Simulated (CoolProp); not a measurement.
A single-stage vapour-compression cycle with hydrogen chloride: evaporating at 232.15 K (dew point), condensing at 280.15 K (bubble point), superheat 2 K, subcooling 5 K, compressor efficiency 0.7, no pressure losses. Each further row changes one setting.

Model: reference Helmholtz-energy equation of state, Thol 2018, in CoolProp.

```tsv
case	cooling COP	pressure ratio	discharge temperature (K)	refrigerating effect (kJ/kg)	volumetric capacity (kJ/m³)
as stated	2.60	4.19	387.8	311	4810
evaporating temperature 237.15 K	3.03	3.51	371.2	312	5720
condensing temperature 275.15 K	3.00	3.69	371.1	320	4970
subcooling 10 K	2.68	4.19	387.8	321	4970
superheat 12 K	2.53	4.19	407.4	321	4690
compressor efficiency 0.6	2.23	4.19	409.5	311	4810
```
